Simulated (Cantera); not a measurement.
Input: 1 mol SiCl4, 0.0055 mol C2H2, 260 mol H2, equilibrated at 133 Pa.

Cantera equilibrium calculation (NASA polynomials, part measured and part estimated; ideal gas, pure solids and liquids). Candidate condensed phases: C, C6H6, C7H8, C8H18, Si, SiC; 109 gas species. Mutual solubility and eutectic melting of coexisting phases are not modelled. The tables' values for SiCl are old estimates; treat these amounts as uncertain. Gases not in the tables: Si2H6 and higher silanes. Equilibrium is a limit: real reactors are often held back by kinetics, nucleation or transport.

x: gas mole fraction; n: condensed amount in mol.

```tsv
T (K)	x H2	x H	x HCl	x Cl	x Si	x SiCl2	x SiH	n Si(s)	n SiC(s)	n Si(l)
1250	0.985	1.31e-5	0.0142	1.62e-7	6.23e-9	0.000516	2.49e-9	0.852	0.0110	0
1350	0.985	6.48e-5	0.0141	7.74e-7	1.50e-7	0.000569	3.46e-8	0.839	0.0110	0
1450	0.985	0.000257	0.0140	2.98e-6	2.31e-6	0.000616	3.32e-7	0.826	0.0110	0
1550	0.985	0.000856	0.0139	9.67e-6	2.49e-5	0.000657	2.37e-6	0.807	0.0110	0
1650	0.983	[?]	0.0138	[?]	[?]	0.000690	[?]	[?]	0.0108	0
1750	0.978	0.00630	0.0138	6.84e-5	0.00113	0.000645	5.38e-5	0	0.00858	0.479
1850	0.968	0.0145	0.0141	0.000161	0.00305	0.000374	0.000109	0	0	0
1950	0.951	[?]	0.0144	[?]	0.00339	[?]	[?]	0	0	0
2050	0.922	0.0597	0.0140	0.000670	0.00350	2.90e-5	7.43e-5	0	0	0
2150	0.874	0.108	0.0131	0.00119	0.00349	8.31e-6	5.82e-5	0	0	0
2250	0.801	0.182	0.0118	0.00195	0.00338	2.45e-6	4.45e-5	0	0	0
2350	0.698	0.285	0.0101	0.00295	0.00321	7.22e-7	3.29e-5	0	0	0
2450	0.570	0.415	0.00792	0.00410	0.00297	2.07e-7	2.34e-5	0	0	0
```

Fill in the missing entries.


- 1950, x H: 0.0306
- 1950, x Cl: 0.000346
- 1950, x SiCl2: 0.000105
- 1950, x SiH: 9.24e-5
- 1650, x H: 0.00247
- 1650, x Cl: 2.72e-5
- 1650, x Si: 0.000201
- 1650, x SiH: 1.33e-5
- 1650, n Si(s): 0.743
